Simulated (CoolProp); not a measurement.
The numbers come from the reference Helmholtz-energy equation of state, Lemmon 2005 in CoolProp. It is a short technical equation, of lower accuracy than the large ones.

**Question.** For trans-2-butene, give the phase and the cp (kJ/(kg K)), cv (kJ/(kg K)), speed of sound (m/s), expansivity (1/kK) at 476.8 K and 2.23 MPa; 476.8 K and 13.4 MPa; 476.8 K and 20.1 MPa.

**Answer.** 
- 476.8 K and 2.23 MPa: gas; cp 2.42, cv 2.11, speed of sound 241, expansivity 3.54
- 476.8 K and 13.4 MPa: supercritical; cp 3.24, cv 2.19, speed of sound 375, expansivity 4.81
- 476.8 K and 20.1 MPa: supercritical; cp 2.97, cv 2.18, speed of sound 505, expansivity 2.97
